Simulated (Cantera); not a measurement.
A Cantera script and what it prints.

```python
import numpy as np
import cantera as ct

gas_names = """
    N2O O NF3 O3 CuF2 N
""".split()
cond_names = """
    CuF2(s) CuF2(L) Cu2O(s) Cu2O(L)
""".split()


# ... load() reads the species with a 1 bar reference pressure and builds the phases ...
species = {s.name: s for s in load("nasa_gas.yaml", gas_names) + load("nasa_condensed.yaml", cond_names)}
# Each term lists the table entries of one substance; the one whose range holds T is used.
reactions = {
    '6 CuF2 + 2 N2O(g) + O(g) = 4 NF3(g) + 3 Cu2O':
        [(-6, ['CuF2(s)', 'CuF2(L)']), (-2, ['N2O']), (-1, ['O']), (4, ['NF3']), (3, ['Cu2O(s)', 'Cu2O(L)'])],
    'O3(g) + 6 CuF2(g) + 4 N(g) = 3 Cu2O + 4 NF3(g)':
        [(-1, ['O3']), (-6, ['CuF2']), (-4, ['N']), (3, ['Cu2O(s)', 'Cu2O(L)']), (4, ['NF3'])],
}


def pick(names, T):
    return next(species[n] for n in names if species[n].thermo.min_temp <= T <= species[n].thermo.max_temp)


results = []
for label, terms in reactions.items():
    print(label)
    print("     T/K   dH/kJ  dS/(J/K)   dG/kJ   log10 K")
    for T in [300, 698, 848, 998, 1148, 1298, 1448, 1598, 1748, 1898, 2048, 2198]:
        used = [(nu, pick(names, T)) for nu, names in terms]
        dH = sum(nu * s.thermo.h(T) for nu, s in used) / 1e6
        dS = sum(nu * s.thermo.s(T) for nu, s in used) / 1e3
        dG = dH - T * dS / 1e3
        logK = -dG * 1e6 / (ct.gas_constant * T * np.log(10))
        results.append((label, T, dH, dS, dG, logK, [s.name for _, s in used]))
        print(f"{T:8g} {dH:8.1f} {dS:8.1f} {dG:8.1f} {logK:8.2f}")
```

It prints:

```
6 CuF2 + 2 N2O(g) + O(g) = 4 NF3(g) + 3 Cu2O
     T/K   dH/kJ  dS/(J/K)   dG/kJ   log10 K
     300   1782.0    254.1   1705.8  -297.00
     698   1744.3    175.0   1622.2  -121.39
     848   1728.5    154.5   1597.5   -98.40
     998   1712.4    137.0   1575.7   -82.47
    1148   1362.7   -178.8   1568.0   -71.34
    1298   1340.4   -197.1   1596.2   -64.23
    1448   1320.5   -211.6   1626.9   -58.69
    1598   1498.0    -94.6   1649.1   -53.91
    1748   1482.3   -103.9   1664.0   -49.72
    1898   1466.9   -112.4   1680.3   -46.24
    2048   1451.6   -120.2   1697.7   -43.30
    2198   1436.5   -127.3   1716.3   -40.79
O3(g) + 6 CuF2(g) + 4 N(g) = 3 Cu2O + 4 NF3(g)
     T/K   dH/kJ  dS/(J/K)   dG/kJ   log10 K
     300  -1469.8  -1134.4  -1129.5   196.65
     698  -1457.1  -1111.5   -681.3    50.98
     848  -1447.2  -1098.6   -515.5    31.76
     998  -1435.3  -1085.7   -351.7    18.41
    1148  -1421.5  -1072.9   -189.8     8.64
    1298  -1405.5  -1059.8    -29.9     1.20
    1448  -1387.2  -1046.5    128.1    -4.62
    1598  -1171.8   -904.5    273.6    -8.94
    1748  -1150.0   -891.5    408.3   -12.20
    1898  -1128.6   -879.7    541.1   -14.89
    2048  -1107.7   -869.2    672.3   -17.15
    2198  -1087.5   -859.6    801.9   -19.06
```

Source: NASA polynomial tables (part measured, part estimated), evaluated in Cantera. Condensed species are held in their standard states even where they would react or evaporate.
